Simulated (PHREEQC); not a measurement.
Consider water at 30 °C with 0.001 mol/kgw Li2CO3 and 8.7e-06 mol/kgw H2S. Closed to the air; pH follows from the charge balance.

Model: ion-association model, phreeqc.dat, run in PHREEQC.

No solid was allowed to form.

**Question.** Estimate the pH, ionic strength, specific conductance.

**Answer.** pH 10.40; ionic strength 0.00260 mol/kgw; specific conductance 274 µS/cm.

**Question.** In which forms is C present?

**Answer.** CO3-2 60 %, HCO3- 40 % of the C.
